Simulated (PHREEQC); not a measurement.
Solution (20 °C): 3.1 mmol/kgw HF, 0.051 mmol/kgw CsF and 0.44 mmol/kgw (NH4)2SiF6. Closed to the air; pH follows from the charge balance.

Model: ion-association model, wateq4f.dat, run in PHREEQC.

```
quantity                   before    after
------------------------  -------  -------
pH                           2.94     3.11
ionic strength (mol/kgw)  0.00256  0.00183
HF (mol/kgw)              0.00194  0.00366
F- (mol/kgw)              0.00130  0.00154
H2F2 (mol/kgw)            1.18e-5  7.45e-6
HF2- (mol/kgw)            9.31e-6  2.48e-5
```

What was changed between the two runs?
(A) diluted 5-fold with water
(B) (NH4)2SiF6 replaced by Cu(BF4)2 at the same molality
(C) temperature from 20 to 65 °C
(D) HF from 0.0031 to 0.0062 mol/kgw
(E) CsF from 5.1e-05 to 5.61e-05 mol/kgw

C, temperature from 20 to 65 °C

No solid was allowed to form. At this temperature some constants are extrapolated from 25 °C, and those without enthalpy data are left unchanged. SiF6-2 is the database's only silicon fluoride.
